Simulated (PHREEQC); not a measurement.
A solution holds 0.2 mol/kgw ZnSO4, 0.019 mol/kgw Na2SO4, 4.2e-05 mol/kgw FeSO4 and 0.032 mol/kgw H2SO4, at 25 °C. Closed to the air; pH follows from the charge balance.

Model: ion-association model, wateq4f.dat, run in PHREEQC.

Problem. The ionic strength comes out as 0.438 mol/kgw. What activity coefficients do Na+, Fe+2, SO4-2, H+, Zn+2 get?

Solution. Na+ 0.71, Fe+2 0.26, SO4-2 0.22, H+ 0.77, Zn+2 0.26.

No solid was allowed to form. Species that the database lacks are ignored.
